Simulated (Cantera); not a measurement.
A freely propagating, adiabatic, planar premixed flame of H₂ : O₂ : N₂ = 1 : 0.595 : 2.24 (molar parts), unburnt at 375 K and 0.160 bar; mixture-averaged transport, grid criteria slope 0.08 and curve 0.16, no radiation.

Cantera simulation using the H2/O2 subset of GRI-Mech 3.0, which has no nitrogen chemistry; the numbers are that mechanism's predictions, not measurements. Burning velocities carry a grid error of a few per cent, more on coarse grids.

Question: Predict: laminar burning velocity; thermal thickness; peak x(HO₂); peak x(O); peak x(H); peak x(H₂O₂).

Answer: 
- laminar burning velocity: 246 cm/s
- thermal thickness: 4.30 mm
- peak x(HO₂): 0.000134
- peak x(O): 0.0138
- peak x(H): 0.0566
- peak x(H₂O₂): 2.73e-5
